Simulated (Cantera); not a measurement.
An adiabatic, constant-volume homogeneous reactor starts with 9.74 % CH3OH, 19.0 % O2, 71.3 % N2, at 1050 K and 6.00 bar.

Computed with Cantera and GRI-Mech 3.0 (53 species, 325 reactions). GRI-Mech 3.0 was tuned for natural gas; its chemistry of methanol as a main component is partial and can be far from experiment.

One state of this run: T (K) = 2747; P (bar) = 16.7; x CH3OH = <1e-12; x O2 = 0.0385; x HCN = 4.64e-10; x CH4 = <1e-12; x H2O2 = 1.58e-6; x H = 0.00103. x: mole fraction; the columns are a selection and need not sum to one.

Task: Which value of t (s) does it belong to?
(A) 0.000263
(B) 6.00
(C) 0.00747
(D) 0.00245

Result: B, 6.00
